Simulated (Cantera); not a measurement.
A closed system holds: 1 mol SiH2Cl2, 25 mol NH3, 32 mol N2, equilibrated at 1675 °C and 10.0 Torr.

Equilibrium computed with Cantera from the NASA thermochemical tables; the gas is ideal and each condensed phase is pure. Candidate condensed phases: NH4Cl, Si, Si3N4; 28 gas species. The tables' values for SiCl, SiN are old estimates; treat these amounts as uncertain. Gases not in the tables: Si2H6 and higher silanes. The numbers say what is thermodynamically allowed, not how fast it happens.

Base state: N2 0.527, H2 0.443, HCl 0.0191, H 0.00652, SiCl2 0.00209, Si 0.00175, SiCl 0.000222, Cl 0.000210 (mole fractions); condensed: Si(l).

Question: What changes in the equilibrium state with this change: temperature from 1675 °C to 1452 °C?

Answer: 
| species | before | after |
|---|---|---|
| N2 | 0.527 | 0.526 |
| H2 | 0.443 | 0.450 |
| HCl | 0.0191 | 0.0206 |
| H | 0.00652 | 0.00108 |
| Si | 0.00175 | 3.78e-5 |
| SiCl2 | 0.00209 | 0.00162 |
| Si2 | 1.59e-5 | 8.94e-8 |
| Si2N | 5.97e-5 | 1.53e-6 |
| Si(l), mol | 0.628 | 0 |
| Si3N4(s), mol | 0 | 0.286 |
The tables' values for SiCl are old estimates; treat these amounts as uncertain.

Question: What changes in the equilibrium state with this change: pressure from 10.0 Torr to 0.578 Torr?

Answer: 
| species | before | after |
|---|---|---|
| N2 | 0.527 | 0.517 |
| H2 | 0.443 | 0.424 |
| H | 0.00652 | 0.0265 |
| Si | 0.00175 | 0.0101 |
| HCl | 0.0191 | 0.0203 |
| Cl | 0.000210 | 0.000953 |
| SiH2 | 3.47e-5 | 1.11e-5 |
| SiCl2 | 0.00209 | 0.000828 |
| Si2N | 5.97e-5 | 2.76e-5 |
| Si2 | 1.59e-5 | 3.09e-5 |
| Si(l), mol | 0.628 | 0 |
